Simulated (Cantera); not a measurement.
A perfectly stirred reactor is fed with CH4 : CO2 : H2 = 1 : 1.4 : 0.073 (molar parts), at 4.40 bar; it is held at 2048 K, and followed from long to short residence time.

Cantera simulation using GRI-Mech 3.0 (53 species, 325 reactions); the numbers are that mechanism's predictions, not measurements.

Question: What does this change do: temperature 2048 to 1875 K?

Answer: 
```tsv
quantity	before	after
x(CH4) at τ = 0.430 s	0.00252	0.00987
x(CO2) at τ = 0.430 s	0.0212	0.0335
x(H2) at τ = 0.430 s	0.385	0.355
x(CO) at τ = 0.430 s	0.514	0.492
x(C2H6) at τ = 0.430 s	1.84e-7	2.10e-6
x(CH4) at τ = 15.0 ms	0.0141	0.0381
x(CO2) at τ = 15.0 ms	0.0446	0.104
x(H2) at τ = 15.0 ms	0.315	0.227
x(CO) at τ = 15.0 ms	0.464	0.368
x(C2H6) at τ = 15.0 ms	6.89e-6	4.40e-5
```

Question: What does this change do: pressure from 4.40 bar to 100.0 Torr?

Answer: 
```csv
quantity,before,after
x(CH4) at τ = 0.430 s,0.00252,0.00331
x(CO2) at τ = 0.430 s,0.0212,0.0249
x(H2) at τ = 0.430 s,0.385,0.373
x(CO) at τ = 0.430 s,0.514,0.505
x(C2H6) at τ = 0.430 s,1.84e-7,2.37e-7
x(CH4) at τ = 15.0 ms,0.0141,0.0234
x(CO2) at τ = 15.0 ms,0.0446,0.103
x(H2) at τ = 15.0 ms,0.315,0.250
x(CO) at τ = 15.0 ms,0.464,0.365
x(C2H6) at τ = 15.0 ms,6.89e-6,8.79e-6
```
